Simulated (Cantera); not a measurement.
Input: 1 mol TiO2, 1.8 mol CH4, 8.4 mol H2, held at 1873.15 K and 0.100 bar.

Cantera equilibrium calculation (NASA polynomials, part measured and part estimated; ideal gas, pure solids and liquids). Candidate condensed phases: C, C6H6, C7H8, C8H18, H2O, Ti, TiC, TiO, TiO2, Ti2O3, Ti3O5, Ti4O7; 113 gas species. Mutual solubility and eutectic melting of coexisting phases are not modelled. TiC: taken at fixed stoichiometry. Rates play no part.

Base state: H2 0.902, CO 0.0962, H 0.00194, H2O 0.000144 (mole fractions); condensed: TiC(s) + Ti2O3(s).

### Question
What changes in the equilibrium state with this change: temperature from 1873.15 K to 2400 K?

### Answer
```csv
species,before,after
H2,0.902,0.849
CO,0.0962,0.102
H,0.00194,0.0463
Ti,4.57e-8,0.00141
TiO,7.00e-7,0.00115
H2O,0.000144,8.16e-5
"TiC(s), mol",0.521,0.391
"Ti2O3(s), mol",0.240,0
"TiO(l), mol",0,0.574
```
TiC, TiO: taken at fixed stoichiometry. Condensed phases not in the tables: solid solutions among these carbides, nitrides and lower oxides.
